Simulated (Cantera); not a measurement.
C₂F₆ + F₂ + H₂ + HCl (fluorocarbon and chlorocarbon gases)

Feed: 1 mol C₂F₆, 0.97 mol F₂, 0.092 mol H₂, 0.54 mol HCl, equilibrated at 21.0 mbar.

Cantera equilibrium calculation (NASA polynomials, part measured and part estimated; ideal gas, pure solids and liquids). Candidate condensed phases: C, C₆H₆, C₇H₈, C₈H₁₈; 118 gas species. The feed counts by its element totals alone. The numbers say what is thermodynamically allowed, not how fast it happens.

| T (K) | log p F | log p CF | log p HF | log p Cl | log p C₃ | log p CF₂ | log p C | log p H |
|---|---|---|---|---|---|---|---|---|
| 3100 | -1.84 | -2.73 | -2.76 | -2.88 | -3.18 | -3.15 | -3.94 | -4.40 |
| 3125 | -1.84 | -2.74 | -2.77 | -2.88 | -3.17 | -3.22 | -3.87 | -4.33 |
| 3150 | -1.83 | -2.74 | -2.77 | -2.89 | -3.15 | -3.29 | -3.81 | -4.26 |
| 3175 | -1.83 | -2.75 | -2.78 | -2.89 | -3.14 | -3.37 | -3.75 | -4.19 |
| 3200 | -1.83 | -2.76 | -2.78 | -2.89 | -3.14 | -3.44 | -3.69 | -4.12 |
| 3225 | -1.83 | -2.77 | -2.79 | -2.89 | -3.13 | -3.52 | -3.63 | -4.05 |
| 3250 | -1.82 | -2.78 | -2.80 | -2.90 | -3.13 | -3.59 | -3.57 | -3.98 |
| 3275 | -1.82 | -2.80 | -2.80 | -2.90 | -3.13 | -3.67 | -3.52 | -3.92 |
| 3300 | -1.82 | -2.81 | -2.81 | -2.90 | -3.13 | -3.74 | -3.46 | -3.86 |
| 3325 | -1.82 | -2.82 | -2.82 | -2.90 | -3.13 | -3.82 | -3.41 | -3.80 |
| 3350 | -1.82 | -2.84 | -2.83 | -2.90 | -3.14 | -3.89 | -3.36 | -3.74 |
| 3375 | -1.82 | -2.85 | -2.84 | -2.91 | -3.14 | -3.96 | -3.31 | -3.68 |
| 3400 | -1.82 | -2.86 | -2.85 | -2.91 | -3.15 | -4.04 | -3.26 | -3.62 |
log p: log10 of the partial pressure in bar; nothing condenses.

From 3100 K to 3400 K nothing is condensed. The main C-bearing gas is C₃ throughout.
